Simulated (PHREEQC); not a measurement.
**Reverse-osmosis permeate (model solution)**

Model water analysis in mg/kgw, 20 °C, pH 5.77, pe 8.7:

```tsv
constituent	mg/kgw
Na	8.24
K	2.46
Ca	6.27
Mg	0.256
Cl	47.7
S(6) as SO4	5.96
Alkalinity as HCO3	11.5
Si as SiO2	1.16
Zn	0.0136
```

Na is adjusted to close the charge balance.
Valence states are taken as typed.

Computed with PHREEQC (ion-association model, phreeqc.dat).

Precipitation was switched off in this run.

Task: Estimate the specific conductance.

Result: specific conductance 178 µS/cm.

Task: In which forms is Zn present?

Result: Zn+2 97 %, ZnHCO3+ 1.9 %, ZnSO4 0.9 % of the Zn.
